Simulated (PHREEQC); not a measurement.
Na2CO3 is added in steps, without added water, to 1 kg of water holding 15 mmol/kgw NH4Cl and 0.055 mmol/kgw Na2B4O7, at 25 °C. O2 is buffered at 0.21 atm. The system is closed to CO2. The run lets Halite, Nahcolite, Natron precipitate or redissolve, and no other solid.

Base run: PHREEQC, ion-association model, wateq4f.dat. Each further column changes one thing. The table gives pH.

| Na2CO3 added (mol) | base | Na2B4O7 left out | temperature from 25 to 85 °C | diluted 100-fold with water | no solid may form |
|---|---|---|---|---|---|
| 0 | 7.16 | 5.58 | 5.66 | 7.09 | 7.16 |
| 0.001 | 8.19 | 8.15 | 6.78 | 10.40 | 8.19 |
| 0.002 | 8.50 | 8.48 | 7.06 | 10.60 | 8.50 |
| 0.0035 | 8.77 | 8.76 | 7.33 | 10.73 | 8.77 |
| 0.0045 | 8.90 | 8.90 | 7.47 | 10.79 | 8.90 |
| 0.0055 | 9.02 | 9.02 | 7.59 | 10.83 | 9.02 |
| 0.0065 | 9.12 | 9.12 | 7.70 | 10.86 | 9.12 |
| 0.0075 | 9.21 | 9.21 | 7.81 | 10.89 | 9.21 |
| 0.0085 | 9.28 | 9.29 | 7.91 | 10.91 | 9.28 |
| 0.01 | 9.39 | 9.39 | 8.07 | 10.94 | 9.39 |
| 0.011 | 9.45 | 9.46 | 8.17 | 10.96 | 9.45 |
| 0.012 | 9.51 | 9.52 | 8.27 | 10.97 | 9.51 |

Carbamate, which ammonia and carbonate form, is missing from the database. Away from 25 °C the constants follow the database's enthalpies or fits; those with neither stay at their 25 °C values.
